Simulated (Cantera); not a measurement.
A diamond (100) surface in a fixed gas of H2 with x(CH4) = 0.014, x(H) = 0.0094, x(CH3) = 5.5e-05, 12.0 Torr; coverages are run to steady state.

Computed with Cantera and the Harris–Goodwin 1993 mechanism for the reconstructed diamond (100) surface.

θ: site fractions in the mechanism's names (c6HH fully hydrogenated, c6H* and c6*H radical sites, c6** diradical, c6HM methylated).

| T (K) | growth (µm/h) | θ c6HH | θ c6H* | θ c6*H | θ c6** | θ c6HM |
|---|---|---|---|---|---|---|
| 950 | 0.358 | 0.640 | 0.0141 | 0.334 | 0.00667 | (withheld) |
| 1025 | 0.467 | 0.572 | 0.0205 | 0.392 | 0.0115 | (withheld) |
| 1100 | 0.441 | 0.511 | 0.0279 | 0.441 | 0.0183 | (withheld) |
| 1175 | 0.276 | 0.456 | 0.0357 | 0.480 | 0.0269 | (withheld) |
| 1250 | 0.177 | 0.409 | 0.0438 | 0.510 | 0.0373 | (withheld) |
| 1325 | 0.164 | 0.368 | 0.0518 | 0.531 | 0.0491 | (withheld) |
| 1400 | 0.155 | 0.333 | 0.0596 | 0.545 | 0.0619 | (withheld) |

Task: Fill in the missing entries.

Result: 
- 950, θ c6HM: 0.00387
- 1025, θ c6HM: 0.00258
- 1100, θ c6HM: 0.00133
- 1175, θ c6HM: 0.000437
- 1250, θ c6HM: 0.000109
- 1325, θ c6HM: 2.61e-5
- 1400, θ c6HM: 6.17e-6
